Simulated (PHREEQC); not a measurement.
1 kg of water holding 120 mmol/kgw K2SO4 and 3.4 mmol/kgw NaCl is evaporated at 25 °C; the solids stay in contact with the brine. The system is closed to CO2. Solids allowed: Arcanite, Glaserite, Halite, Mirabilite, Misenite, Sylvite, Thenardite. Others were left out.

The series has 28 steps of water left (kg), from 1 to 0.005012.

Computed with PHREEQC (Pitzer model, pitzer.dat).

Q: Which solids form, in which order, and at which step of the series does each first stand?

A: Arcanite from water left = 0.1711 kg.
